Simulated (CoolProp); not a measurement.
Vapour-liquid equilibrium of n-pentane (1) + cyclohexane (2) at 340.5 K; x and y are mole fractions of (1).

Model: multi-fluid Helmholtz-energy mixture model, Thol 2019 and Zhou 2014; pair parameters Bell 2016, in CoolProp.

Question: Give the bubble pressure and the first vapour's composition at x = 0.275, 0.35, 0.95. Is there an azeotrope?

Answer: x = 0.275: 1.256 bar, y = 0.600; x = 0.35: 1.404 bar, y = 0.674; x = 0.95: 2.540 bar, y = 0.983. No azeotrope shows between x = 0.05 and 0.95.

Pair parameters are fitted to limited data, so mixtures are less certain than the pure fluids.
